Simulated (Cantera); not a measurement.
# Si2H6 + Cl2 + H2 + HCl (silicon epitaxy and polysilicon growth)

Input: 1 mol Si2H6, 0.011 mol Cl2, 5.2 mol H2, 1.8 mol HCl, equilibrated at 1473.15 K.

Cantera equilibrium calculation (NASA polynomials, part measured and part estimated; ideal gas, pure solids and liquids). Candidate condensed phases: Si; 19 gas species. The feed counts by its element totals alone. The tables' values for SiCl3, SiCl are old estimates; treat these amounts as uncertain. The numbers say what is thermodynamically allowed, not how fast it happens.

| P (Pa) | x H2 | x HCl | x SiCl2 | x SiHCl3 | x SiCl4 | x SiCl3 | n Si(s) |
|---|---|---|---|---|---|---|---|
| 100 | 0.857 | 0.103 | 0.0389 | 1.13e-5 | 1.45e-5 | 0.000406 | 1.61 |
| 350 | 0.858 | 0.102 | 0.0385 | 3.92e-5 | 4.98e-5 | 0.000748 | 1.61 |
| 1300 | 0.859 | 0.101 | 0.0377 | 0.000141 | 0.000177 | 0.00140 | 1.61 |
| 4500 | 0.861 | 0.0993 | 0.0360 | 0.000457 | 0.000561 | 0.00243 | 1.61 |
| 16000 | 0.865 | 0.0947 | 0.0326 | 0.00140 | 0.00163 | 0.00395 | 1.60 |
| 56000 | 0.873 | 0.0863 | 0.0268 | 0.00367 | 0.00386 | 0.00550 | 1.60 |
| 200000 | 0.885 | 0.0734 | 0.0192 | 0.00798 | 0.00704 | 0.00628 | 1.59 |
x: gas mole fraction; n: condensed amount in mol.

From 0.00100 bar to 2.00 bar the condensed part is Si(s). The main Si-bearing gas is SiCl2 throughout.
